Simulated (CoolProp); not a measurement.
Vapour-liquid equilibrium of CH3F (R41) (1) + chloromethane (R40) (2) at 0.92 MPa; x and y are mole fractions of (1).

The numbers come from the multi-fluid Helmholtz-energy mixture model, Lemmon 2006 and Thol 2014; pair parameters Bell 2016 in CoolProp.

```tsv
x	bubble temperature (K)	y at the bubble point	dew temperature at overall composition x (K)	liquid density (mol/L)
0.05	307.3	0.203	313.3	17.75
0.2	288.1	0.585	307.4	18.80
0.35	274.7	0.769	300.8	19.67
0.5	265.3	0.864	293.1	20.39
0.65	258.4	0.921	283.9	21.02
0.8	252.9	0.960	271.9	21.60
0.95	248.1	0.991	254.3	22.14
```

No azeotrope shows between x = 0.05 and 0.95.

The pair parameters rest on a limited set of measurements; away from them the model extrapolates.
